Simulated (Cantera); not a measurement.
## Gas-phase reforming

An isothermal, constant-pressure homogeneous reactor starts with CH₄ : H₂O = 1 : 0.57 (molar parts), at 1548 K and 4.00 bar.

Computed with Cantera and GRI-Mech 3.0 (53 species, 325 reactions). GRI-Mech 3.0 stops at C3 and has no aromatics, soot or wall deposition, so with more carbon than oxygen in the feed, carbon stays in small species such as C2H2 where larger ones or solid carbon would form.

```
t (s)     x CH₄   x H₂O     x CH₃       x O     x OH
--------  -----  ------  --------  --------  -------
3.00e-6   0.637   0.363   2.12e-5    <1e-12  2.10e-8
8.46e-6   0.637   0.363   5.75e-5    <1e-12  5.51e-8
2.38e-5   0.637   0.363  0.000125    <1e-12  1.18e-7
6.72e-5   0.636   0.363  0.000164  1.67e-12  1.55e-7
0.000189  0.635   0.363  0.000192  2.29e-12  1.82e-7
0.000534  0.632   0.363  0.000246  3.71e-12  2.32e-7
0.00151   0.621   0.361  0.000305  5.71e-12  2.90e-7
0.00424   0.586   0.355  0.000293  5.34e-12  2.90e-7
0.0120    0.505   0.337  0.000228  3.29e-12  2.49e-7
0.0337    0.378   0.308  0.000159  1.90e-12  2.13e-7
0.0950    0.242   0.275  0.000108  1.40e-12  2.01e-7
0.268     0.184   0.246   8.92e-5  1.37e-12  1.95e-7
0.755     0.184   0.208   8.60e-5  1.23e-12  1.60e-7
2.13      0.180   0.150   8.00e-5    <1e-12  1.09e-7
6.00      0.166  0.0875   6.96e-5    <1e-12  6.05e-8
```
x: mole fraction; the columns are a selection and need not sum to one.

Equilibrium at this temperature and pressure: CH₄ 0.119, H₂O 1.93e-5, CH₃ 4.62e-5, O <1e-12, OH 1.23e-11 (gas phase only).
